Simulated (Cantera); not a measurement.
What does this Cantera script print?

```python
import numpy as np
import cantera as ct

gas = ct.Solution("h2o2.yaml")
gas.TPX = 425, 101325, {'H2': 1, 'O2': 0.385, 'N2': 1.45}
flame = ct.FreeFlame(gas, width=0.04)
flame.set_refine_criteria(ratio=3, slope=0.08, curve=0.16)
flame.transport_model = "mixture-averaged"
flame.solve(loglevel=0, auto=True)
flame.transport_model = "multicomponent"
flame.soret_enabled = True
flame.solve(loglevel=0, refine_grid=True)
z, T = flame.grid, flame.T
thick = (T[-1] - T[0]) / np.gradient(T, z).max()
show = ['H2', 'O2', 'HO2', 'H', 'OH', 'H2O2']
print(f"laminar burning velocity  {flame.velocity[0] * 100:.3f} cm/s")
print(f"burnt temperature         {T[-1]:.1f} K")
print(f"thermal thickness         {thick * 1e3:.4f} mm")
print(f"grid points               {len(z)}")
z0 = z[flame.heat_release_rate.argmax()]
print(f"{'z/mm':>9s}{'T/K':>9s}{'u/(m/s)':>9s}" + "".join(f"{s:>11s}" for s in show))
rows = []
for k in (-3, -2, -1.5, -1, -0.5, -0.25, 0, 0.25, 0.5, 1, 2, 4, 8):
    zz = z0 + k * thick
    rows.append([k * thick, np.interp(zz, z, T), np.interp(zz, z, flame.velocity),
                 *(np.interp(zz, z, flame.X[gas.species_index(s)]) for s in show)])
    print(f"{rows[-1][0] * 1e3:9.3f}{rows[-1][1]:9.1f}{rows[-1][2]:9.3f}" + "".join(f"{x:11.3e}" for x in rows[-1][3:]))
```

Output:

```
laminar burning velocity  452.980 cm/s
burnt temperature         2409.2 K
thermal thickness         0.3802 mm
grid points               118
     z/mm      T/K  u/(m/s)         H2         O2        HO2          H         OH       H2O2
   -1.141    425.0    4.530  3.527e-01  1.358e-01  1.342e-13  9.039e-17  1.997e-16  2.993e-15
   -0.760    425.0    4.530  3.527e-01  1.358e-01  1.644e-11  7.970e-15  1.730e-14  3.445e-13
   -0.570    425.0    4.530  3.527e-01  1.358e-01  3.899e-10  1.434e-13  3.043e-13  8.485e-12
   -0.380    425.0    4.528  3.524e-01  1.359e-01  7.407e-08  5.951e-11  5.449e-11  1.691e-09
   -0.190    439.1    4.585  3.376e-01  1.387e-01  1.523e-04  1.624e-05  1.800e-05  6.445e-06
   -0.095    712.6    7.155  2.924e-01  1.342e-01  2.712e-04  4.816e-03  1.066e-03  5.812e-05
    0.000   1192.5   11.700  1.983e-01  9.258e-02  9.324e-05  3.624e-02  2.858e-03  6.084e-06
    0.095   1511.0   14.731  1.098e-01  3.455e-02  3.137e-05  6.557e-02  7.620e-03  2.670e-06
    0.190   1660.4   16.114  8.582e-02  1.521e-02  1.284e-05  6.818e-02  1.037e-02  1.672e-06
    0.380   1810.4   17.434  8.411e-02  9.302e-03  6.988e-06  5.780e-02  1.227e-02  9.088e-07
    0.760   1959.2   18.686  8.667e-02  6.768e-03  4.530e-06  4.441e-02  1.289e-02  4.801e-07
    1.521   2102.6   19.851  8.799e-02  4.395e-03  2.724e-06  3.180e-02  1.220e-02  2.630e-07
    3.042   2223.8   20.802  8.826e-02  2.472e-03  1.507e-06  2.144e-02  1.027e-02  1.553e-07
```

Detailed kinetics in Cantera: the H2/O2 subset of GRI-Mech 3.0, which has no nitrogen chemistry. Burning velocities carry a grid error of a few per cent, more on coarse grids.
